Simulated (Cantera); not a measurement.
Cantera with NASA thermochemical tables; ideal gases at 1 bar, condensed phases pure. Values are per mole of reaction as written; species without (g) are pure solids or liquids, kept so even where they would boil at 1 bar.

### Question
Between 300 and 2800 K, where is each reaction favourable under standard conditions?
- 3 Sr(OH)2 + N2O(g) = 2 NO2(g) + 3 SrO + 6 H(g)

### Answer
- 3 Sr(OH)2 + N2O(g) = 2 NO2(g) + 3 SrO + 6 H(g): ΔG° is 2178 kJ at 300 K and 441 kJ at 2800 K; it stays positive (K < 1). ΔH° is 2141 kJ and ΔS° 607 J/K at 2800 K.
